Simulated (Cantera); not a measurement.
## Equilibrium for iron carbonyl, mercury and lead vapours: PbO + O₂ + N₂

Input: 1 mol PbO, 2.9 mol O₂, 32 mol N₂, equilibrated at 952 °C.

Equilibrium computed with Cantera from the NASA thermochemical tables; the gas is ideal and each condensed phase is pure. Candidate condensed phases: Pb, PbO, PbO₂, Pb₃O₄; 12 gas species. Gases not in the tables: (PbO)n polymers. Kinetics and transport are ignored.

| P (Pa) | x N₂ | x O₂ | x PbO | x Pb | x NO | x NO₂ | n PbO(l) |
|---|---|---|---|---|---|---|---|
| 10 | 0.889 | 0.0826 | 0.0236 | 0.00419 | 0.000157 | 1.49e-8 | 0 |
| 68 | 0.890 | 0.0815 | 0.0260 | 0.00178 | 0.000156 | 3.82e-8 | 0 |
| 460 | 0.893 | 0.0812 | 0.0245 | 0.000647 | 0.000156 | 9.93e-8 | 0.0982 |
| 3200 | 0.914 | 0.0827 | 0.00353 | 3.49e-5 | 0.000159 | 2.70e-7 | 0.875 |
| 22000 | 0.916 | 0.0830 | 0.000513 | 1.93e-6 | 0.000160 | 7.10e-7 | 0.982 |
| 150000 | 0.917 | 0.0830 | 7.52e-5 | 1.09e-7 | 0.000160 | 1.86e-6 | 0.997 |
| 1000000 | 0.917 | 0.0830 | 1.13e-5 | 6.31e-9 | 0.000160 | 4.79e-6 | 1.000 |
x: gas mole fraction; n: condensed amount in mol.

From 10.0 Pa to 68.0 Pa nothing is condensed. From 4.60 mbar to 10.0 bar the condensed part is PbO(l).
